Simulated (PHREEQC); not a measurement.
Make-up at 25 °C: 0.031 mol Cu(BF4)2, 0.0006 mol HCl and 0.001 mol Na2SO4 per kg of water. Closed to the air; pH follows from the charge balance.

The numbers come from PHREEQC with the ion-association model, wateq4f.dat.

| Property | Result |
|---|---|
| pH | 2.68 |
| ionic strength | 0.0955 mol/kgw |
| total alkalinity | -187 meq/kg |

```csv
species,molality,activity,log γ
BF4-,0.0568,0.0425,-0.126
Cu+2,0.0300,0.0121,-0.392
HF,0.00632,0.00646,0.010
BF3OH-,0.00323,0.00242,-0.126
F-,0.00267,0.00205,-0.116
H+,0.00254,0.00210,-0.082
Na+,0.00200,0.00157,-0.105
H3BO3,0.00133,0.00136,0.010
BF2(OH)2-,0.000683,0.000511,-0.126
```

No solid was allowed to form. Species that the database lacks are ignored. Real BF4- forms and hydrolyses slowly; the run takes it at equilibrium.
